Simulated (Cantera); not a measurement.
A perfectly stirred reactor is fed with CH3OH : O2 : N2 = 0.0026 : 0.0091 : 1 (molar parts), at 1000000 Pa; it is held at 975 K, and followed from long to short residence time.

Computed with Cantera and GRI-Mech 3.0 (53 species, 325 reactions). GRI-Mech 3.0 was tuned for natural gas; its chemistry of methanol as a main component is partial and can be far from experiment.

x: mole fraction; the columns are a selection and need not sum to one.

| τ (s) | x CH3OH | x O2 | x NO | x H2 | x N2O | x C2H6 | x O |
|---|---|---|---|---|---|---|---|
| 27 | 2.11e-5 | 0.00533 | 1.69e-12 | 5.18e-6 | 1.01e-7 | <1e-12 | 5.31e-10 |
| 4.5 | 5.68e-5 | 0.00559 | <1e-12 | 2.78e-5 | 4.27e-8 | <1e-12 | 1.08e-9 |
| 0.77 | 0.000158 | [?] | <1e-12 | 0.000127 | 1.36e-8 | <1e-12 | 1.75e-9 |
| 0.13 | 0.000474 | [?] | <1e-12 | 0.000379 | 3.36e-9 | <1e-12 | 2.01e-9 |
| 0.022 | 0.00155 | [?] | <1e-12 | 0.000330 | 5.45e-10 | <1e-12 | 1.02e-9 |
| 0.0038 | 0.00257 | 0.00899 | <1e-12 | 3.15e-10 | <1e-12 | <1e-12 | <1e-12 |
| 0.00064 | 0.00257 | 0.00899 | <1e-12 | 4.88e-11 | <1e-12 | <1e-12 | <1e-12 |

**Question.** Fill in the missing entries.

**Answer.** 
- 0.77, x O2: 0.00610
- 0.13, x O2: 0.00692
- 0.022, x O2: 0.00823
